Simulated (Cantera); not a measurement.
Charge: 1 mol Si, 1.5 mol HCl, 8.7 mol H2, equilibrated at 1.33 mbar.

These are equilibrium values from Cantera (NASA tables, ideal gas, pure condensed phases), not measurements of a reactor. Candidate condensed phases: Si; 19 gas species. Equilibrium is a limit: real reactors are often held back by kinetics, nucleation or transport.

Over these rows the condensed part is Si(s). Partial pressures as log10 of bar:

```json
[
 {"T (K)": "675", "1000/T (1/K)": "1.4815", "log p SiCl2": "-9.28", "log p H2": "-2.89", "log p SiCl4": "-4.35"},
 {"T (K)": "725", "1000/T (1/K)": "1.3793", "log p SiCl2": "-8.43", "log p H2": "-2.89", "log p SiCl4": "-4.35"},
 {"T (K)": "775", "1000/T (1/K)": "1.2903", "log p SiCl2": "-7.69", "log p H2": "-2.89", "log p SiCl4": "-4.35"},
 {"T (K)": "825", "1000/T (1/K)": "1.2121", "log p SiCl2": "-7.04", "log p H2": "-2.90", "log p SiCl4": "-4.37"},
 {"T (K)": "875", "1000/T (1/K)": "1.1429", "log p SiCl2": "-6.48", "log p H2": "-2.90", "log p SiCl4": "-4.39"},
 {"T (K)": "925", "1000/T (1/K)": "1.0811", "log p SiCl2": "?", "log p H2": "-2.90", "log p SiCl4": "-4.43"}
]
```

Q: Fit log p(SiCl2) = a + b·(1000/T) to the five rows, give the apparent enthalpy, and predict the row at 925 K.

A: Means: 1000/T = 1.3012, log p = -7.784. Sxy = -0.593920, Sxx = 0.0717242, so b = -8.28 and a = -7.784 − (-8.28)×1.3012 = 2.99.
Apparent enthalpy: −19.145 × (-8.28) = 159 kJ/mol. With the condensed phases at unit activity, 1/2 Si(s) + 1/2 SiCl4(g) = SiCl2(g) links this pressure to the main gases: over the six rows their terms move log p by -0.04 in all, so the slope is close to that reaction's ΔH°. The five rows lie within 0.01 of the line.
Prediction at 925 K: 2.99 + (-8.28)×1.0811 = -5.96. The computed value is -5.99, 0.03 from the line.
